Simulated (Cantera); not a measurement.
Adiabatic ignition

An adiabatic, constant-pressure homogeneous reactor starts with CH4 : O2 : N2 = 1 : 1.82 : 6.84 (molar parts), at 1773 K and 1.01 bar.

Model: GRI-Mech 3.0 (53 species, 325 reactions), integrated in Cantera.

```csv
t (s),T (K),x CH4,x O2,x C2H4,x H,x CO2,x C2H6
8.00e-6,1773,0.103,0.188,6.73e-8,6.75e-7,1.01e-8,1.01e-7
1.69e-5,1772,0.103,0.188,8.83e-7,9.25e-7,9.36e-8,1.14e-6
3.57e-5,1772,0.103,0.188,1.30e-5,2.09e-6,1.18e-6,1.46e-5
7.55e-5,1779,0.0988,0.186,0.000271,1.49e-5,2.81e-5,0.000229
0.000160,2663,<1e-12,0.0224,<1e-12,0.0274,0.0353,<1e-12
0.000337,2830,<1e-12,0.0186,<1e-12,0.0181,0.0392,<1e-12
0.000713,2851,<1e-12,0.0171,<1e-12,0.0167,0.0397,<1e-12
0.00151,2846,<1e-12,0.0160,<1e-12,0.0165,0.0394,<1e-12
0.00319,2844,<1e-12,0.0156,<1e-12,0.0165,0.0393,<1e-12
0.00673,2844,<1e-12,0.0156,<1e-12,0.0165,0.0393,<1e-12
0.0142,2844,<1e-12,0.0156,<1e-12,0.0165,0.0393,<1e-12
0.0301,2844,<1e-12,0.0156,<1e-12,0.0165,0.0393,<1e-12
0.0636,2844,<1e-12,0.0156,<1e-12,0.0165,0.0393,<1e-12
0.134,2844,<1e-12,0.0156,<1e-12,0.0165,0.0393,<1e-12
0.284,2844,<1e-12,0.0156,<1e-12,0.0165,0.0393,<1e-12
0.600,2844,<1e-12,0.0156,<1e-12,0.0165,0.0393,<1e-12
```
x: mole fraction; the columns are a selection and need not sum to one.

- time of steepest temperature rise = 0.134 ms
- temperature at 0.600 s = 2844 K
- equilibrium temperature = 2844 K
- x(CH4) at 0.600 s = <1e-12 (gas-phase equilibrium <1e-12)
- x(O2) at 0.600 s = 0.0156 (gas-phase equilibrium 0.0156)
- x(C2H4) at 0.600 s = <1e-12 (gas-phase equilibrium <1e-12)
